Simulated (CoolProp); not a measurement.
Values from CoolProp's reference Helmholtz-energy equation of state, Marx 1992.

Problem. For R113, give the phase and the cp (kJ/(kg K)), speed of sound (m/s), Joule-Thomson coefficient (K/MPa), isothermal compressibility (1/MPa) at 500 K and 130 bar; 500 K and 157 bar; 500 K and 170 bar.

Solution. 
- 500 K and 130 bar: supercritical; cp 1.09, speed of sound 308, Joule-Thomson coefficient 0.356, isothermal compressibility 0.0130
- 500 K and 157 bar: supercritical; cp 1.06, speed of sound 341, Joule-Thomson coefficient 0.186, isothermal compressibility 0.0101
- 500 K and 170 bar: supercritical; cp 1.05, speed of sound 355, Joule-Thomson coefficient 0.127, isothermal compressibility 0.00914
